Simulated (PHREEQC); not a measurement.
1 kg of water holding 0.13 mol/kgw MgCl2 and 0.15 mol/kgw CaCl2 is evaporated at 25 °C; the solids stay in contact with the brine. CO2 from the air is kept out. Only these solids could form: Bischofite, Brucite, Portlandite, MgCl2_4H2O.

Base run: PHREEQC, Pitzer model, pitzer.dat. Each further column changes one thing. The table gives water activity.

```csv
H2O removed (mol),base,temperature from 25 to 5 °C,temperature from 25 to 50 °C
0,0.987,0.987,0.987
9.886,0.984,0.984,0.984
24.69,0.975,0.975,0.975
30.18,0.969,0.968,0.969
34.69,0.961,0.960,0.962
41.44,0.936,0.935,0.938
43.95,0.917,0.915,0.920
47.7,0.857,0.853,0.862
49.09,0.810,0.804,0.818
50.23,0.747,0.739,0.758
51.94,0.561,0.547,0.582
52.58,0.439,0.421,0.464
```

 Constants without temperature data keep their 25 °C values here.
